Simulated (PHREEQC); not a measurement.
0.44 g of hydrous ferric oxide (600 m²/g; 0.2 weak and 0.005 strong sites per Fe, Dzombak-Morel constants, diffuse double layer) in 1 kg of water with 0.3 mol/kgw of an inert sodium salt and 0.12 mmol/kgw Ag2SO4, 0.0022 mmol/kgw SrCl2 and 0.022 mmol/kgw PbCl2, at 25 °C; the pH is set by adding NaOH or the inert anion's acid. O2 is buffered at 0.21 atm. CO2 from the air is kept out. Nothing may precipitate in this run.

The series has 17 steps of pH, from 4 to 12.

All values are PHREEQC results (ion-association model, wateq4f.dat), not measurements.

Q: Near which pH is half of the S sorbed, and on which side is more sorbed?

A: Near pH 5.4, with more sorbed at lower pH.

Q: Near which pH is half of the Ag sorbed, and on which side is more sorbed?

A: Near pH 8.6, with more sorbed at higher pH.

Q: Near which pH is half of the Sr sorbed, and on which side is more sorbed?

A: Near pH 9.5, with more sorbed at higher pH.

Along this series the solution becomes supersaturated in solids that the run did not let form, among them Cerargyrite.
